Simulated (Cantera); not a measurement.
Input: 1 mol B2H6, 2.4 mol NH3, 23 mol N2, 0.082 mol H2O, equilibrated at 2373 K and 218 Torr.

Equilibrium computed with Cantera from the NASA thermochemical tables; the gas is ideal and each condensed phase is pure. Candidate condensed phases: B, BN, B2O3, B3O3H3, H2O; 39 gas species. The feed counts by its element totals alone. The tables' values for BH2 are old estimates; treat these amounts as uncertain. Equilibrium is a limit: real reactors are often held back by kinetics, nucleation or transport.

Problem. What is the equilibrium state?

Solution. 
- x(N2): 0.771
- x(H2): 0.215
- x(H): 0.0120
- x(HBO): 0.00167
- x(BO): 0.000992
- x(BH2): 0.000145
- x(B2O2): 2.22e-5
- x(B): 2.03e-5
- x(B2O): 7.63e-6
- n(BN(s)): 1.91 mol
- gas amount: 30.16 mol
- log10 activity of B(l) (absent): -0.61
